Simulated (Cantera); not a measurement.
Charge: 1 mol CH3Cl, 0.055 mol F2, held at 38000 Pa.

These are equilibrium values from Cantera (NASA tables, ideal gas, pure condensed phases), not measurements of a reactor. Candidate condensed phases: C, C6H6, C7H8, C8H18; 135 gas species. Ions and electrons are included (thermal ionisation). The tables' values for CCl are old estimates; treat these amounts as uncertain. The numbers say what is thermodynamically allowed, not how fast it happens. All values below are at 4000 K.

Base state: H 0.565, Cl 0.213, H2 0.0477, C 0.0438, C3 0.0424, HCl 0.0277, HF 0.0200, C2 0.0195 (mole fractions); condensed: gas only.

What changes in the equilibrium state with this change: F2 from 0.055 to 0.017 mol?


```tsv
species	before	after
H	0.565	0.578
Cl	0.213	0.214
H2	0.0477	0.0500
HF	0.0200	0.00625
F	0.00573	0.00175
C2H	0.0106	0.0109
HCl	0.0277	0.0284
C3	0.0424	0.0428
C2	0.0195	0.0196
C	0.0438	0.0439
CF	0.000806	0.000247
C4H2	2.92e-5	3.09e-5
```
